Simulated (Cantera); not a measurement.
Feed: 1 mol TiCl4, 2.6 mol O2, equilibrated at 1775 K and 1330 Pa.

Equilibrium computed with Cantera from the NASA thermochemical tables; the gas is ideal and each condensed phase is pure. Candidate condensed phases: Ti, TiCl2, TiCl3, TiCl4, TiO, TiO2, Ti2O3, Ti3O5, Ti4O7; 15 gas species. Equilibrium is a limit: real reactors are often held back by kinetics, nucleation or transport.

Base state: Cl 0.628, O2 0.304, Cl2 0.0668, ClO 0.000728, O 0.000457, TiCl4 7.78e-5, TiOCl2 4.29e-5 (mole fractions); condensed: TiO2(rutile).

Q: What changes in the equilibrium state with this change: temperature from 1775 K to 1423.15 K?

A: 
```tsv
species	before	after
Cl2	0.0668	0.409
O2	0.304	0.403
Cl	0.628	0.188
TiCl4	7.78e-5	0.000123
TiOCl2	4.29e-5	3.69e-7
O	0.000457	7.42e-6
ClO	0.000728	0.000375
TiO2(rutile), mol	0.999	1.000
```
